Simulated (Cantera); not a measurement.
An isothermal, constant-pressure homogeneous reactor starts with NO : N2 = 1 : 0.32 (molar parts), at 1925 K and 0.0132 atm. Integrator tolerance rtol = 1e-08.

Model: GRI-Mech 3.0 (53 species, 325 reactions), integrated in Cantera. Radical loss at walls, strong at low pressure, is not modelled.

### Question
What does this change do: pressure from 0.0132 atm to 0.474 atm?

### Answer
| quantity | before | after |
|---|---|---|
| x(NO) at 200 s | 0.0100 (gas-phase equilibrium 0.00733) | 0.00734 (gas-phase equilibrium 0.00734) |
| x(O2) at 200 s | 0.372 (gas-phase equilibrium 0.374) | 0.375 (gas-phase equilibrium 0.375) |
| x(NO2) at 200 s | 3.02e-6 (gas-phase equilibrium 2.22e-6) | 1.33e-5 (gas-phase equilibrium 1.33e-5) |
| x(O) at 200 s | 0.00196 (gas-phase equilibrium 0.00196) | 0.000327 (gas-phase equilibrium 0.000327) |
| x(N2) at 200 s | 0.616 (gas-phase equilibrium 0.617) | 0.617 (gas-phase equilibrium 0.617) |
| x(N2O) at 200 s | 5.15e-8 (gas-phase equilibrium 4.24e-8) | 2.55e-7 (gas-phase equilibrium 2.55e-7) |

### Question
What does this change do: NO 1 to 3.9 parts?

### Answer
```csv
quantity,before,after
x(NO) at 200 s,0.0100 (gas-phase equilibrium 0.00733),0.0104 (gas-phase equilibrium 0.00753)
x(O2) at 200 s,0.372 (gas-phase equilibrium 0.374),0.455 (gas-phase equilibrium 0.457)
x(NO2) at 200 s,3.02e-6 (gas-phase equilibrium 2.22e-6),3.46e-6 (gas-phase equilibrium 2.52e-6)
x(O) at 200 s,0.00196 (gas-phase equilibrium 0.00196),0.00216 (gas-phase equilibrium 0.00217)
x(N2) at 200 s,0.616 (gas-phase equilibrium 0.617),0.532 (gas-phase equilibrium 0.534)
x(N2O) at 200 s,5.15e-8 (gas-phase equilibrium 4.24e-8),5.00e-8 (gas-phase equilibrium 4.05e-8)
```
